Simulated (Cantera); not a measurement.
A perfectly stirred reactor is fed with 21.5 % H2, 7.68 % O2, 70.8 % N2, at 1.01 bar; it is adiabatic with a 550 K inlet, and is followed from long to short residence time, starting on the burning branch (τ in s: 0.46, 0.17, 0.061, 0.022, 0.0081, 0.003, 0.0011, 0.0004, 0.00014, 5.3e-05, 1.9e-05).

Detailed kinetics in Cantera: the H2/O2 subset of GRI-Mech 3.0, which has no nitrogen chemistry.

### Question
Predict: blow-out, bracketed by the residence times tried; x(H2) at τ = 0.460 s; x(O2) at τ = 0.460 s; x(H2O2) at τ = 0.460 s; x(H) at τ = 0.460 s; x(HO2) at τ = 0.460 s; x(H2) at τ = 3.00 ms; x(O2) at τ = 3.00 ms; x(H2O2) at τ = 3.00 ms; x(H) at τ = 3.00 ms; x(HO2) at τ = 3.00 ms.

### Answer
```json
{
 "blow_out_bracketed_by_the_residence_times_tried": "burning at 53.0 µs, out at 19.0 µs",
 "x(H2) at τ = 0.460 s": "0.0662",
 "x(O2) at τ = 0.460 s": "2.09e-5",
 "x(H2O2) at τ = 0.460 s": "3.38e-9",
 "x(H) at τ = 0.460 s": "0.00109",
 "x(HO2) at τ = 0.460 s": "1.16e-8",
 "x(H2) at τ = 3.00 ms": "0.0624",
 "x(O2) at τ = 3.00 ms": "0.000565",
 "x(H2O2) at τ = 3.00 ms": "1.57e-7",
 "x(H) at τ = 3.00 ms": "0.0117",
 "x(HO2) at τ = 3.00 ms": "3.88e-7"
}
```
